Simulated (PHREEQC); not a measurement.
# Metal-bearing waste water: speciation

Solution (25 °C): 0.21 mol CuSO4, 0.0021 mol MgSO4 and 0.0034 mol NaHCO3 per kg of water. Closed to the air; pH follows from the charge balance.

Equilibrium calculation in PHREEQC: ion-association model, wateq4f.dat.

No solid was allowed to form.

Problem. What pH, ionic strength does the model give?

Solution. pH 4.97; ionic strength 0.404 mol/kgw.

Problem. In which forms is Na present?

Solution. Na+ 90 %, NaSO4- 10 % of the Na.

The solution is supersaturated, for example in Antlerite, Brochantite, so a real one may precipitate; this is no full list. Complexes and solids missing from the database can't appear.
